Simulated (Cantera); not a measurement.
Feed: 1 mol CH₂F₂, 1.7 mol H₂, at 35000 Pa.

Equilibrium computed with Cantera from the NASA thermochemical tables; the gas is ideal and each condensed phase is pure. Candidate condensed phases: C, C₆H₆, C₇H₈, C₈H₁₈; 95 gas species. Rates play no part.

What share of the C ends up in condensed phases as a function of T (K), at 1275, 1475, 1675, 1875, 2075, 2275, 2475, 2675, 2875, 3075, 3275?


```csv
T (K),C condensed (%),as
1275,99.7,C(graphite)
1475,99.9,C(graphite)
1675,99.9,C(graphite)
1875,99.9,C(graphite)
2075,99.6,C(graphite)
2275,98.7,C(graphite)
2475,96.8,C(graphite)
2675,93.0,C(graphite)
2875,86.5,C(graphite)
3075,74.6,C(graphite)
3275,43.5,C(graphite)
```
